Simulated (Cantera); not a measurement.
What does this Cantera script print?

```python
import numpy as np
import cantera as ct

gas = ct.Solution("gri30.yaml")


def delay(T, t_max=10):
    gas.TPX = T, 500000, {'H2': 1, 'O2': 0.312, 'N2': 1.17}
    reactor = ct.IdealGasReactor(gas, clone=False)
    net = ct.ReactorNet([reactor])
    net.rtol, net.atol = 1e-8, 1e-16
    while net.time < t_max:
        t_old, T_old = net.time, reactor.T
        net.step()
        if reactor.T > T + 400:  # ignition: a rise of 400 K
            return t_old + (T + 400 - T_old) / (reactor.T - T_old) * (net.time - t_old)
    return np.nan


taus = []
for T in [1023, 1098, 1173, 1248, 1323, 1398, 1473]:
    taus.append(delay(T))
    print(f"T0 = {T:6g} K   tau = {taus[-1]:.4e} s")
```

It prints:

```
T0 =   1023 K   tau = 4.5833e-03 s
T0 =   1098 K   tau = 4.7862e-04 s
T0 =   1173 K   tau = 2.6893e-05 s
T0 =   1248 K   tau = 9.9886e-06 s
T0 =   1323 K   tau = 5.9140e-06 s
T0 =   1398 K   tau = 4.0649e-06 s
T0 =   1473 K   tau = 3.0217e-06 s
```

Detailed kinetics in Cantera: GRI-Mech 3.0 (53 species, 325 reactions). The hydrogen kinetics of GRI-Mech 3.0 are dated; newer H2 mechanisms differ, most at raised pressure.
